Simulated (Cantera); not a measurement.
A closed system holds: 1 mol CH₃SiH₃, 0.066 mol HCl, 1400 mol H₂, at 97000 Pa.

Method: chemical equilibrium by Gibbs-energy minimisation in Cantera with the NASA 1993 tables (ideal gas, pure condensed phases). Candidate condensed phases: C, C₆H₆, C₇H₈, C₈H₁₈, Si, SiC; 109 gas species. The feed counts by its element totals alone. Gases not in the tables: Si₂H₆ and higher silanes. Kinetics and transport are ignored.

### Question
What share of the Si ends up in condensed phases as a function of T (K), at 1848, 1898, 1948, 1998, 2048, 2098, 2148, 2198, 2248, 2298?

### Answer
| T (K) | Si condensed (%) | as |
|---|---|---|
| 1848 | 95.3 | SiC(s) |
| 1898 | 93.9 | SiC(s) |
| 1948 | 92.0 | SiC(s) |
| 1998 | 89.0 | SiC(s) |
| 2048 | 84.2 | SiC(s) |
| 2098 | 76.7 | SiC(s) |
| 2148 | 64.7 | SiC(s) |
| 2198 | 46.0 | SiC(s) |
| 2248 | 16.9 | SiC(s) |
| 2298 | 0.0 | - |
